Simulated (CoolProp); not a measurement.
Properties of R365MFC at several states (Tc = 186.9 °C, pc = 3266 kPa, ω = 0.377).

Computed with CoolProp (reference Helmholtz-energy equation of state, Lemmon 2016).

```json
[
 {"T (°C)": "2.35", "p (kPa)": "884", "phase": "liquid", "cv (kJ/(kg K))": "0.9995", "fugacity coefficient": "0.02411"},
 {"T (°C)": "154.45", "p (kPa)": "363", "phase": "gas", "cv (kJ/(kg K))": "1.167", "fugacity coefficient": "0.9493"},
 {"T (°C)": "121.55", "p (kPa)": "6620", "phase": "liquid", "cv (kJ/(kg K))": "1.188", "fugacity coefficient": "0.1525"},
 {"T (°C)": "83.45", "p (kPa)": "366", "phase": "gas", "cv (kJ/(kg K))": "1.079", "fugacity coefficient": "0.9029"}
]
```
